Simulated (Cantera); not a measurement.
Input (Python, Cantera) and output of one run.

```python
import numpy as np
import cantera as ct

gas_names = """
    B BH BH2 BH3 BN BO BO2 B2 B2O B2O2 B2O3 B3O3H3 H HBO HBO2 HNO HNO2 HNO3 HO2 H2 H2O H2O2 H3B3O6 N NH
    NH2 NH3 NH2OH NO NO2 NO3 N2 N2H2 N2H4 N2O O OH O2 O3
""".split()
cond_names = """
    B(b) B(L) BN(s) B2O3(L) B3O3H3(cr) H2O(s) H2O(L)
""".split()


# ... load() reads the species with a 1 bar reference pressure and builds the phases ...
atoms = {
    'B2O3': {'B': 2, 'O': 3},
    'NH3': {'N': 1, 'H': 3},
    'N2': {'N': 2},
}
top_T = {'BN(s)': 3200}  # K; cautious upper limits of use, not melting points


# ... equilibrate(T, P, feed) seeds the gas with the atoms and calls Mixture.equilibrate('TP', solver="vcs", rtol=1e-11, max_steps=5000) ...
results = []
feed = {'B2O3': 1, 'NH3': 0.99, 'N2': 2.1}  # mol
P = 380  # Pa
for T in [998, 1098, 1198, 1298, 1398, 1498, 1598]:
    mix = equilibrate(T, P, feed)
    results.append((T, P, feed, dict(zip(mix.species_names, mix.species_moles))))

top = {s: max(r[3][s] / sum(r[3][g] for g in gas_names) for r in results) for s in gas_names}
cols = sorted((s for s in top if top[s] > 0.001), key=lambda s: -top[s])[:9]
seen = [c for c in cond_names if any(r[3].get(c, 0) > 1e-12 for r in results)]
print("log10 of partial pressures in bar; condensed amounts in mol")
print(f"{'T/K':>10s}" + "".join(f"{s[:9]:>10s}" for s in cols + seen))
for T, P, feed, n in results:
    ng = sum(n[g] for g in gas_names)
    print(f"{T:10.4g}" + "".join(f"{np.log10(max(n[s] / ng * P / 1e5, 1e-99)):10.3f}" for s in cols)
          + "".join(f"{n.get(c, 0):10.4g}" for c in seen))
```

It prints:

```
log10 of partial pressures in bar; condensed amounts in mol
       T/K        N2        H2      B2O3      HBO2       HBO      B2O2     BN(s)   B2O3(L)
       998    -2.617    -2.860   -11.517    -7.472    -9.896   -15.158    0.0013    0.9993
      1098    -2.617    -2.860    -9.626    -6.655    -8.502   -12.618  0.001315    0.9992
      1198    -2.617    -2.860    -8.065    -5.983    -7.347   -10.513  0.001539    0.9986
      1298    -2.617    -2.860    -6.754    -5.423    -6.375    -8.741  0.002328    0.9964
      1398    -2.618    -2.863    -5.640    -4.951    -5.547    -7.230  0.004029    0.9879
      1498    -2.622    -2.871    -4.681    -4.550    -4.836    -5.926  0.005011    0.9503
      1598    -2.642    -2.906    -3.849    -4.146    -4.302    -4.933         0    0.7555
```

Cantera equilibrium calculation (NASA polynomials, part measured and part estimated; ideal gas, pure solids and liquids). Mutual solubility and eutectic melting of coexisting phases are not modelled.
